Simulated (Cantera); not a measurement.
A perfectly stirred reactor is fed with 4.36 % CH₄, 18.6 % O₂, 69.7 % N₂, 7.40 % CO₂, at 180000 Pa; it is adiabatic with a 723 K inlet, and is followed from long to short residence time, starting on the burning branch (τ in s: 0.039, 0.017, 0.0071, 0.003, 0.0013, 0.00056, 0.00024, 0.0001, 4.4e-05, 1.9e-05, 8.1e-06).

Detailed kinetics in Cantera: GRI-Mech 3.0 (53 species, 325 reactions).

One state of this run: T (K) = 1568; x CH₄ = 0.000490; x O₂ = 0.103; x CO₂ = 0.108; x NO = 1.14e-6; x C₂H₂ = 2.88e-8; x H₂O = 0.0838; x H₂O₂ = 7.78e-7. x: mole fraction; the columns are a selection and need not sum to one.

Q: Which value of τ (s) does it belong to?
A. 0.0071
B. 0.00056
C. 0.00024
D. 0.017

A: B, 0.00056
